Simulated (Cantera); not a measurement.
Cantera run:

```python
import numpy as np
import cantera as ct

gas_names = [...]  # 95 gases of nasa_gas.yaml made of C, F, H
cond_names = """
    C(gr) C6H6(L) C7H8(L) C8H18(L),n-octa
""".split()


# ... load() reads the species with a 1 bar reference pressure and builds the phases ...
atoms = {
    'CH2F2': {'C': 1, 'H': 2, 'F': 2},
    'F2': {'F': 2},
}
top_T = {'C(gr)': 4500}  # K; cautious upper limits of use, not melting points


# ... equilibrate(T, P, feed) seeds the gas with the atoms and calls Mixture.equilibrate('TP', solver="vcs", rtol=1e-11, max_steps=5000) ...
results = []
feed = {'CH2F2': 1, 'F2': 2.8}  # mol
T = 3298  # K
P = 3.7  # Pa
mix = equilibrate(T, P, feed)
results.append((T, P, feed, dict(zip(mix.species_names, mix.species_moles))))
x = sorted(zip(gas.X, gas.species_names), reverse=True)
print(f"T = {T:g} K  P = {P:g} Pa  gas = {mix.phase_moles(0):.4g} mol")
print("   x: " + "  ".join(f"{s} {v:.3e}" for v, s in x if v > 0.0001))
print("   condensed (mol): " + ("  ".join(f"{mix.phase(i).name} {mix.phase_moles(i):.4g}"
      for i in range(1, mix.n_phases) if mix.phase_moles(i) > 1e-12) or "none"))
```

Result:

```
T = 3298 K  P = 3.7 Pa  gas = 10.55 mol
   x: F 7.161e-01  H 1.859e-01  C 9.313e-02  HF 3.684e-03  CF 7.482e-04  C2 4.319e-04
   condensed (mol): none
```

Method: chemical equilibrium by Gibbs-energy minimisation in Cantera with the NASA 1993 tables (ideal gas, pure condensed phases).
